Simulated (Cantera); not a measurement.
Charge: 1 mol BCl3, 14 mol NH3, 20 mol N2, equilibrated at 1873.15 K and 71000 Pa.

These are equilibrium values from Cantera (NASA tables, ideal gas, pure condensed phases), not measurements of a reactor. Candidate condensed phases: B, BN, NH4Cl; 21 gas species. The numbers say what is thermodynamically allowed, not how fast it happens.

**Question.** What is the equilibrium state?

**Answer.** 
- x(N2): 0.541
- x(H2): 0.398
- x(HCl): 0.0611
- x(H): 0.000484
- x(Cl): 5.63e-5
- x(BCl): 6.58e-6
- x(NH3): 3.30e-6
- x(BCl3): 2.53e-6
- x(BCl2): 1.74e-6
- n(BN(s)): 0.999 mol
- gas amount: 49.01 mol
- log10 activity of B(s) (absent): -2.20
